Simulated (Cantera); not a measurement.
Thermodynamics of chemical vapour transport, feed Fe + Cl2 + H2

Input: 1 mol Fe, 0.78 mol Cl2, 1.4 mol H2, equilibrated at 90.0 Torr.

Equilibrium computed with Cantera from the NASA thermochemical tables; the gas is ideal and each condensed phase is pure. Candidate condensed phases: Fe, FeCl2, FeCl3; 11 gas species. Equilibrium is a limit: real reactors are often held back by kinetics, nucleation or transport.

From 775 K to 925 K the condensed part is Fe(α) + FeCl2(s). At 1075 K the condensed part is Fe(α). From 1225 K to 1525 K the condensed part is Fe(γ). At 1675 K the condensed part is Fe(δ). The main Fe-bearing gas is FeCl2 throughout. The share of Fe in condensed phases is highest at 775 K (99.9 %) and lowest at 1675 K (56.2 %).

```csv
T (K),x H2,x HCl,x FeCl2,x Fe2Cl4,x H,x Cl,x FeCl3,n Fe(α),n FeCl2(s),n Fe(γ),n Fe(δ)
775,0.915,0.0847,0.000311,2.02e-5,2.74e-12,<1e-12,2.60e-8,0.282,0.718,0,0
925,0.546,0.410,0.0361,0.00721,5.56e-10,4.02e-10,1.24e-5,0.602,0.304,0,0
1075,0.419,0.455,0.121,0.00601,2.74e-8,2.69e-8,3.92e-5,0.713,0,0,0
1225,0.440,0.407,0.152,0.00137,5.96e-7,4.75e-7,3.49e-5,0,0,0.663,0
1375,0.458,0.368,0.173,0.000393,6.70e-6,4.45e-6,2.98e-5,0,0,0.621,0
1525,0.473,0.338,0.189,0.000140,4.70e-5,2.69e-5,2.58e-5,0,0,0.588,0
1675,0.485,0.314,0.201,5.95e-5,0.000233,0.000118,2.27e-5,0,0,0,0.562
```
x: gas mole fraction; n: condensed amount in mol.
